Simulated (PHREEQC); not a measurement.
PHREEQC input (Pitzer model, pitzer.dat):

```
SOLUTION 1
  temp 50
  units mol/kgw
  pH 7 charge
  S(6) 0.048
  K 0.096
  Cl 0.061
  Na 0.061
END
USE solution 1
INCREMENTAL_REACTIONS false
REACTION 1
  H2O -1
  0 9.886 18.011 24.689 30.178 34.689 38.397 41.444
  43.949 46.007 47.699 49.089 50.232 51.172 51.944 52.578
  53.1 53.528 53.88 54.17 54.408 54.603 54.764 54.896
  55.005 55.094 55.168 55.228 moles
EQUILIBRIUM_PHASES 1
  Arcanite 0 0
  Glaserite 0 0
  Halite 0 0
  Mirabilite 0 0
  Misenite 0 0
  Sylvite 0 0
  Thenardite 0 0
SELECTED_OUTPUT 1
  -reset false
  -pH true
  -pe true
  -ionic_strength true
  -water true
  -activities H2O
  -totals Cl K Na S
  -molalities H+ Na+ K+ Cl- SO4-2 OH- HSO4-
  -equilibrium_phases Arcanite Glaserite Halite Mirabilite Misenite Sylvite Thenardite
PRINT
  -reset false
END
```

Selected output (columns that matter, 22 of 28 rows; water left (kg) added in front):

```
water left (kg)	pH	mu	Cl	K	Na	S	m_H+	m_Na+	m_K+	m_Cl-	la_H2O	Glaserite	Halite	Sylvite
1	6.894	0.205	0.061	0.096	0.061	0.048	1.9229e-07	0.061	0.096	0.061	-0.0017691	0	0	0
0.821894	6.9102	0.24942	0.074219	0.1168	0.074219	0.058402	1.9059e-07	0.074219	0.1168	0.074219	-0.0021343	0	0	0
0.555203	6.9426	0.36923	0.10987	0.17291	0.10987	0.086455	1.8752e-07	0.10987	0.17291	0.10987	-0.0031067	0	0	0
0.456313	6.9588	0.44925	0.13368	0.21038	0.13368	0.10519	1.8603e-07	0.13368	0.21038	0.13368	-0.0037484	0	0	0
0.375043	6.9748	0.5466	0.16265	0.25597	0.16265	0.12799	1.8442e-07	0.16265	0.25597	0.16265	-0.0045232	0	0	0
0.30824	6.9909	0.66507	0.1979	0.31145	0.1979	0.15572	1.8253e-07	0.1979	0.31145	0.1979	-0.0054591	0	0	0
0.208215	7.023	0.98456	0.29297	0.46106	0.29297	0.23053	1.7693e-07	0.29297	0.46106	0.29297	-0.0079593	0	0	0
0.171138	7.0393	1.1979	0.35644	0.56095	0.35644	0.28048	1.7249e-07	0.35644	0.56095	0.35644	-0.0096186	0	0	0
0.140655	7.0561	1.4575	0.43369	0.68252	0.43369	0.34126	1.663e-07	0.43369	0.68252	0.43369	-0.011636	0	0	0
0.0950203	7.0924	2.1574	0.64197	1.0103	0.64197	0.50516	1.4609e-07	0.64197	1.0103	0.64197	-0.017118	0	0	0
0.0780853	7.1131	2.6253	0.7812	1.2294	0.7812	0.61471	1.3075e-07	0.7812	1.2294	0.7812	-0.020852	0	0	0
0.0641769	7.1367	3.1943	0.9505	1.4959	0.9505	0.74793	1.1147e-07	0.9505	1.4959	0.9505	-0.025497	0	0	0
0.0527548	7.1645	3.8859	1.1563	1.8197	1.1563	0.90987	8.8666e-08	1.1563	1.8197	1.1563	-0.031326	0	0	0
0.0356396	7.1193	4.2584	1.7116	1.9468	1.4626	0.84892	7.6759e-08	1.4626	1.9468	1.7116	-0.039452	0.0088724	0	0
0.0292979	7.0795	4.401	2.0821	1.9786	1.6494	0.77298	7.3055e-08	1.6494	1.9786	2.0821	-0.044499	0.012677	0	0
0.0240733	7.0329	4.6094	2.5339	2.0347	1.8829	0.69182	6.8547e-08	1.8829	2.0347	2.5339	-0.051077	0.015673	0	0
0.0162724	6.9176	5.3059	3.7487	2.2535	2.5333	0.51905	5.7253e-08	2.5333	2.2535	3.7487	-0.070839	0.019777	0	0
0.0133718	6.8476	5.853	4.5618	2.4404	2.9822	0.4304	5.056e-08	2.9822	2.4404	4.5618	-0.085622	0.021122	0	0
0.0109937	6.7693	6.5816	5.5486	2.6996	3.5377	0.34433	4.3329e-08	3.5377	2.6996	5.5486	-0.10511	0.022107	0	0
0.00902993	6.6821	7.548	6.7553	3.0542	4.2296	0.26423	3.566e-08	4.2296	3.0542	6.7553	-0.1311	0.022807	0	0
0.00609332	6.6251	8.4001	7.6689	3.0661	5.0903	0.24374	2.8445e-08	5.0903	3.0661	7.6689	-0.15445	0.023257	0.0067256	0.0075453
0.00501236	6.6251	8.4001	7.6689	3.0661	5.0903	0.24374	2.8445e-08	5.0903	3.0661	7.6689	-0.15445	0.023389	0.012096	0.010464
```

Constants without temperature data keep their 25 °C values here.
